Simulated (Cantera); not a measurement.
**Pyrogenic steam for wet oxidation**

A perfectly stirred reactor is fed with H₂ : O₂ : N₂ = 1 : 1 : 4.3 (molar parts), equivalence ratio 0.50, at 1.00 bar; it is held at 1350 K, and followed from long to short residence time.

Computed with Cantera and GRI-Mech 3.0 (53 species, 325 reactions). The temperature is held fixed by assumption; the heat of reaction is taken as removed at once.

```tsv
τ (s)	x H₂	x O₂	x H₂O	x NO₂	x NO
2.7	2.56e-5	0.0862	0.172	1.83e-8	1.16e-6
0.93	5.22e-5	0.0862	0.172	2.05e-8	1.21e-6
0.32	0.000106	0.0862	0.172	1.73e-8	1.08e-6
0.11	0.000216	0.0862	0.172	1.15e-8	8.63e-7
0.039	0.000429	0.0862	0.172	6.84e-9	6.97e-7
0.013	0.000872	0.0863	0.171	4.22e-9	6.64e-7
0.0047	0.00165	0.0864	0.170	3.24e-9	8.33e-7
0.0016	0.00319	0.0868	0.168	2.88e-9	1.33e-6
0.00056	0.00592	0.0875	0.163	2.73e-9	2.28e-6
```
x: mole fraction; the columns are a selection and need not sum to one.
